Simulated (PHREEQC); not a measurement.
Consider water at 25 °C with 0.0015 mol CdSO4 and 0.011 mol H3BO3 per kg of water. Closed to the air; pH follows from the charge balance.

Computed with PHREEQC (ion-association model, phreeqc.dat).

* **pH**: 5.61
* **ionic strength**: 0.00500 mol/kgw
* **specific conductance**: 302 µS/cm

| species | molality | activity | log γ |
|---|---|---|---|
| H3BO3 | 0.0110 | 0.0110 | 0.001 |
| Cd+2 | 0.00125 | 0.000923 | -0.132 |
| SO4-2 | 0.00125 | 0.000925 | -0.129 |
| CdSO4 | 0.000246 | 0.000246 | 0.001 |
| Cd(SO4)2-2 | 3.39e-6 | 2.50e-6 | -0.132 |
| H2BO3- | 2.81e-6 | 2.60e-6 | -0.033 |
| H+ | 2.61e-6 | 2.43e-6 | -0.030 |
| HSO4- | 2.36e-7 | 2.19e-7 | -0.033 |
| CdOH+ | 3.40e-8 | 3.15e-8 | -0.033 |
| OH- | 4.49e-9 | 4.15e-9 | -0.033 |

Precipitation was switched off in this run. Complexes and solids missing from the database can't appear.
